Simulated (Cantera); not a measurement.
A freely propagating, adiabatic, planar premixed flame of 23.5 % H₂, 13.7 % O₂, 62.8 % N₂, equivalence ratio 0.86, unburnt at 550 K and 0.990 bar; mixture-averaged transport, grid criteria slope 0.08 and curve 0.16, no radiation.

Cantera simulation using the H2/O2 subset of GRI-Mech 3.0, which has no nitrogen chemistry; the numbers are that mechanism's predictions, not measurements. Burning velocities carry a grid error of a few per cent, more on coarse grids.

x: mole fraction of selected species; z is measured from the peak of heat release.

```csv
z (mm),T (K),u (m/s),x H₂,x O₂,x HO₂,x H₂O,x OH,x O
-1.43,550,4.46,0.235,0.137,<1e-8,<1e-8,<1e-8,<1e-8
-0.952,550,4.46,0.235,0.137,<1e-8,<1e-8,<1e-8,<1e-8
-0.714,550,4.46,0.235,0.137,<1e-8,1.04e-8,<1e-8,<1e-8
-0.476,550,4.46,0.235,0.137,5.00e-7,6.47e-7,<1e-8,<1e-8
-0.238,569,4.57,0.228,0.137,0.000212,0.000894,3.83e-5,6.14e-6
-0.119,(withheld),6.14,0.192,0.132,0.000196,0.0208,0.000709,0.000262
0,(withheld),9.06,0.109,0.0983,8.50e-5,0.0959,0.00283,0.00411
0.119,(withheld),11.1,0.0448,0.0537,3.97e-5,0.174,0.00759,0.00944
0.238,(withheld),12.2,0.0292,0.0395,2.54e-5,0.198,0.0103,0.0103
0.476,1775,13.2,0.0248,0.0341,1.77e-5,0.211,0.0122,0.00884
0.952,1919,14.1,0.0209,0.0305,1.20e-5,0.222,0.0128,0.00647
1.90,2041,14.9,0.0157,0.0274,7.69e-6,0.234,0.0120,0.00420
3.81,2137,15.4,0.0102,0.0250,4.66e-6,0.244,0.0102,0.00242
```

Problem. Some entries are withheld; supply them.

Solution. 
- -0.119, T (K): 785
- 0, T (K): 1192
- 0.119, T (K): 1481
- 0.238, T (K): 1626
